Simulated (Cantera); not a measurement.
Silicon oxide and oxynitride deposition: SiH2Cl2 + NO + N2

Input: 1 mol SiH2Cl2, 13 mol NO, 120 mol N2, equilibrated at 0.00133 bar.

Method: chemical equilibrium by Gibbs-energy minimisation in Cantera with the NASA 1993 tables (ideal gas, pure condensed phases). Candidate condensed phases: H2O, NH4Cl, Si, SiO2, Si2N2O, Si3N4; 47 gas species. The tables hold silica as quartz up to 1696 K and as liquid above; real silica turns to tridymite and cristobalite and melts near 1996 K. Rates play no part.

| T (K) | log p N2 | log p O2 | log p HCl | log p Cl | log p H2O | n SiO2(β-quartz) | n SiO2(condensed) |
|---|---|---|---|---|---|---|---|
| 1548 | -2.90 | -4.28 | -4.90 | -5.14 | -5.44 | 1.000 | 0 |
| 1573 | -2.90 | -4.28 | -4.92 | -5.11 | -5.42 | 1.000 | 0 |
| 1598 | -2.90 | -4.28 | -4.93 | -5.09 | -5.40 | 1.000 | 0 |
| 1623 | -2.90 | -4.29 | -4.95 | -5.07 | -5.38 | 1.000 | 0 |
| 1648 | -2.90 | -4.29 | -4.97 | -5.04 | -5.36 | 1.000 | 0 |
| 1673 | -2.90 | -4.29 | -4.98 | -5.03 | -5.34 | 1.000 | 0 |
| 1698 | -2.90 | -4.29 | -5.00 | -5.01 | -5.32 | 0 | 1.000 |
| 1723 | -2.90 | -4.29 | -5.02 | -4.99 | -5.31 | 0 | 1.000 |
| 1748 | -2.90 | -4.30 | -5.04 | -4.97 | -5.30 | 0 | 0.999 |
| 1773 | -2.90 | -4.30 | -5.05 | -4.96 | -5.28 | 0 | 0.999 |
| 1798 | -2.90 | -4.30 | -5.07 | -4.94 | -5.27 | 0 | 0.998 |
| 1823 | -2.90 | -4.30 | -5.09 | -4.93 | -5.27 | 0 | 0.996 |
log p: log10 of the partial pressure in bar; n: condensed amount in mol.

From 1548 K to 1673 K the condensed part is SiO2(β-quartz). From 1698 K to 1823 K the condensed part is SiO2(condensed).
